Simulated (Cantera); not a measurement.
# Moist CO burnout

An isothermal, constant-pressure homogeneous reactor starts with CO : O₂ : H₂O : N₂ = 0.0025 : 0.0039 : 0.0013 : 1 (molar parts), equivalence ratio 0.32, at 950 K and 0.133 bar.

Computed with Cantera and GRI-Mech 3.0 (53 species, 325 reactions).

| t (s) | x CO | x O₂ | x H₂O | x H₂O₂ | x CO₂ |
|---|---|---|---|---|---|
| 2.00e-6 | 0.00248 | 0.00387 | 0.00129 | <1e-12 | <1e-12 |
| 5.64e-6 | 0.00248 | 0.00387 | 0.00129 | <1e-12 | <1e-12 |
| 1.59e-5 | 0.00248 | 0.00387 | 0.00129 | <1e-12 | <1e-12 |
| 4.48e-5 | 0.00248 | 0.00387 | 0.00129 | <1e-12 | <1e-12 |
| 0.000126 | 0.00248 | 0.00387 | 0.00129 | <1e-12 | <1e-12 |
| 0.000356 | 0.00248 | 0.00387 | 0.00129 | <1e-12 | <1e-12 |
| 0.00100 | 0.00248 | 0.00387 | 0.00129 | <1e-12 | <1e-12 |
| 0.00283 | 0.00248 | 0.00387 | 0.00129 | <1e-12 | 1.16e-12 |
| 0.00797 | 0.00248 | 0.00387 | 0.00129 | <1e-12 | 3.37e-12 |
| 0.0225 | 0.00248 | 0.00387 | 0.00129 | <1e-12 | 1.06e-11 |
| 0.0634 | 0.00248 | 0.00387 | 0.00129 | <1e-12 | 4.67e-11 |
| 0.179 | 0.00248 | 0.00387 | 0.00129 | <1e-12 | 5.54e-10 |
| 0.503 | 0.00248 | 0.00387 | 0.00129 | 2.82e-11 | 1.62e-7 |
| 1.42 | 0.00117 | 0.00321 | 0.00126 | 3.54e-9 | 0.00131 |
| 4.00 | 0.000149 | 0.00271 | 0.00129 | 4.27e-9 | 0.00234 |
x: mole fraction; the columns are a selection and need not sum to one.

Equilibrium at this temperature and pressure: CO 1.36e-12, O₂ 0.00263, H₂O 0.00129, H₂O₂ <1e-12, CO₂ 0.00248 (gas phase only).
